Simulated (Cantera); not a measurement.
Source: NASA polynomial tables (part measured, part estimated), evaluated in Cantera. Values are per mole of reaction as written; species without (g) are pure solids or liquids, kept so even where they would boil at 1 bar.

Task: Between 498 and 598 K, where is each reaction favourable under standard conditions?
- 5 N2(g) + 2 P4O10 ⇌ 2 P4(g) + 10 NO2(g)

Result: 
- 5 N2(g) + 2 P4O10 ⇌ 2 P4(g) + 10 NO2(g): ΔG° is 5715 kJ at 498 K and 5568 kJ at 598 K; it stays positive (K < 1). ΔH° is 6439 kJ and ΔS° 1457 J/K at 598 K.
